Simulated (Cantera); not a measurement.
Charge: 1 mol SiCl4, 0.29 mol N2, 4.9 mol NH3, held at 1625 °C and 2.55 Torr.

Equilibrium computed with Cantera from the NASA thermochemical tables; the gas is ideal and each condensed phase is pure. Candidate condensed phases: NH4Cl, Si, Si3N4; 28 gas species. The tables' values for SiCl, SiCl3, SiN are old estimates; treat these amounts as uncertain. Gases not in the tables: Si2H6 and higher silanes. Equilibrium is a limit: real reactors are often held back by kinetics, nucleation or transport.

Base state: H2 0.515, N2 0.225, HCl 0.167, SiCl2 0.0783, H 0.00963, Cl 0.00236, Si 0.00193, SiCl 0.00131 (mole fractions); condensed: gas only.

**Question.** What changes in the equilibrium state with this change: temperature from 1625 °C to 1675 °C?

**Answer.** 
| species | before | after |
|---|---|---|
| H2 | 0.515 | 0.508 |
| N2 | 0.225 | 0.224 |
| HCl | 0.167 | 0.169 |
| H | 0.00963 | 0.0138 |
| SiCl2 | 0.0783 | 0.0756 |
| Si2 | 8.25e-6 | 1.73e-5 |
| Si | 0.00193 | 0.00361 |
| SiN | 1.80e-5 | 2.94e-5 |
